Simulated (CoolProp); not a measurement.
Saturation properties of ethylene.

Model: reference Helmholtz-energy equation of state, Smukala 2000, in CoolProp.

| T (°C) | p (kPa) | liquid density (kg/m³) | enthalpy of vaporisation (kJ/kg) | liquid cp (kJ/(kg K)) | vapour Z |
|---|---|---|---|---|---|
| -71.25 | ? | 518.1 | 428.9 | 2.541 | 0.8995 |
| -68.25 | 554.0 | 513.2 | 423.1 | 2.561 | 0.8909 |
| -65.35 | 619.2 | ? | 417.4 | 2.583 | 0.8821 |
| -62.45 | 689.9 | 503.3 | 411.4 | 2.607 | 0.8730 |
| -59.45 | 769.1 | 498.1 | 405.1 | 2.634 | 0.8630 |
| -56.55 | 851.7 | ? | 398.7 | 2.663 | 0.8530 |
| -53.65 | 940.6 | 487.6 | 392.2 | 2.694 | 0.8425 |
| -50.65 | 1040 | 482.0 | 385.2 | 2.731 | 0.8312 |
| -47.75 | ? | 476.5 | 378.1 | 2.769 | 0.8197 |
| -44.85 | 1252 | 470.8 | ? | 2.812 | 0.8077 |
| -41.95 | 1369 | 464.9 | 363.1 | 2.860 | 0.7952 |
| -38.95 | 1498 | 458.7 | 354.9 | 2.915 | 0.7817 |
| -36.05 | 1631 | 452.5 | 346.6 | 2.975 | 0.7681 |
| -33.15 | 1773 | 446.1 | 337.9 | 3.043 | 0.7538 |
| -30.15 | 1929 | 439.2 | 328.4 | 3.123 | 0.7384 |

### Question
Fill in the missing entries.

### Answer

- -71.25, p (kPa): 492.0
- -65.35, liquid density (kg/m³): 508.3
- -56.55, liquid density (kg/m³): 492.9
- -47.75, p (kPa): 1142
- -44.85, enthalpy of vaporisation (kJ/kg): 370.8

It boils at -103.8 °C under 1 atm.
